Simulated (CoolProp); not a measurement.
Properties of carbon dioxide at several states.

Model: reference Helmholtz-energy equation of state, Span 1996, in CoolProp.

```csv
T (K),p (bar),phase,expansivity (1/kK),viscosity (µPa s),fugacity coefficient
949,140,supercritical,[?],[?],[?]
420.3,18.3,gas,[?],20.8,[?]
925.6,93.8,supercritical,1.114,[?],1.017
```

### Question
Some entries are withheld; supply them.

### Answer

- 949, expansivity (1/kK): 1.092
- 949, viscosity (µPa s): 40.7
- 949, fugacity coefficient: 1.028
- 420.3, expansivity (1/kK): 2.642
- 420.3, fugacity coefficient: 0.9728
- 925.6, viscosity (µPa s): 39.6

Viscosity comes from a separate model (Laesecke 2017).
